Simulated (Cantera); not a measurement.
An isothermal plug-flow reactor at 1023 K and 0.540 bar (inlet), inlet velocity 0.086 m/s, active area per volume 190 1/m; feed 0.298 % CH₄, 1.49 % O₂, 98.2 % N₂, equivalence ratio 0.40.

Computed with Cantera and Deutschmann's 1995 Pt surface mechanism with GRI-Mech 3.0 gas chemistry. Catalytic surfaces can have several steady states; this one follows from the mechanism file's or the stated starting coverage. Mass transfer to the wall is taken as infinitely fast.

One state of this run: x CH₄ = 0.000677; x O₂ = 0.0103; x H₂O = 0.00460; x CO₂ = 0.00230; x CO = 5.94e-7; θ free Pt = 0.398; θ O* = 0.601; θ OH* = 0.00102. x: gas mole fraction; θ: surface coverage.

**Question.** Which value of z (m) does it belong to?
A. 0.0036
B. 0.002
C. 0.00064
D. 0.011

**Answer.** B, 0.002
